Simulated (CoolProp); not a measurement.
Vapour-liquid equilibrium of CH2F2 (R32) (1) + propylene (2) at 46.95 °C; x and y are mole fractions of (1).

Model: multi-fluid Helmholtz-energy mixture model, Tillner-Roth 1997 and Lemmon 2013; pair parameters Bell 2016, in CoolProp.

Task: Give the bubble pressure and the first vapour's composition at x = 0.05, 0.35, 0.5. Is there an azeotrope?

Result: x = 0.05: 2.134 MPa, y = 0.110; x = 0.35: 2.963 MPa, y = 0.455; x = 0.5: 3.175 MPa, y = 0.563. y crosses x between x = 0.65 and 0.8: the model has an azeotrope there.

The pair parameters rest on a limited set of measurements; away from them the model extrapolates.
